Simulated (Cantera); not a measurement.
## Stirred combustor or abatement burner

A perfectly stirred reactor is fed with CH4 : O2 : N2 : H2O = 1 : 3.39 : 12.7 : 0.46 (molar parts), at 4.00 bar; it is adiabatic with a 375 K inlet, and is followed from long to short residence time, starting on the burning branch (τ in s: 0.029, 0.016, 0.0087, 0.0047, 0.0026, 0.0014, 0.00075, 0.00041, 0.00022, 0.00012, 6.5e-05).

Model: GRI-Mech 3.0 (53 species, 325 reactions), integrated in Cantera.

```
τ (s)    T (K)     x CH4    x O2   x H2O      x H   x CH2O      x H2   x C2H2
-------  -----  --------  ------  ------  -------  -------  --------  -------
0.029     1670   2.70e-5  0.0793   0.140  3.05e-6  2.54e-6   4.45e-5  2.10e-8
0.016     1668   4.05e-5  0.0794   0.140  5.27e-6  3.91e-6   6.61e-5  3.37e-8
0.0087    1664   6.17e-5  0.0796   0.139  9.25e-6  6.12e-6   9.97e-5  5.28e-8
0.0047    1659   9.51e-5  0.0798   0.139  1.63e-5  9.68e-6  0.000152  8.08e-8
0.0026    1651  0.000147  0.0803   0.139  2.79e-5  1.52e-5  0.000229  1.20e-7
0.0014    1638  0.000239  0.0811   0.138  4.78e-5  2.51e-5  0.000356  1.86e-7
0.00075   1614  0.000427  0.0826   0.138  7.84e-5  4.45e-5  0.000575  3.24e-7
0.00041    375    0.0570   0.193  0.0262   <1e-12   <1e-12    <1e-12   <1e-12
0.00022    375    0.0570   0.193  0.0262   <1e-12   <1e-12    <1e-12   <1e-12
0.00012    375    0.0570   0.193  0.0262   <1e-12   <1e-12    <1e-12   <1e-12
6.5e-5     375    0.0570   0.193  0.0262   <1e-12   <1e-12    <1e-12   <1e-12
```
x: mole fraction; the columns are a selection and need not sum to one.
